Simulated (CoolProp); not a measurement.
Computed with CoolProp (reference Helmholtz-energy equation of state, Thol 2014).

**Question.** Give the vapour pressure (kPa), liquid density (kg/m³), vapour density (kg/m³), enthalpy of vaporisation (kJ/kg) of saturated chloromethane (R40) at -2.25, 4.15, 23.05 °C.

**Answer.** 
```csv
T (°C),p (kPa),liquid density (kg/m³),vapour density (kg/m³),enthalpy of vaporisation (kJ/kg)
-2.25,239,964,5.72,405
4.15,299,953,7.06,398
23.05,545,916,12.5,376
```
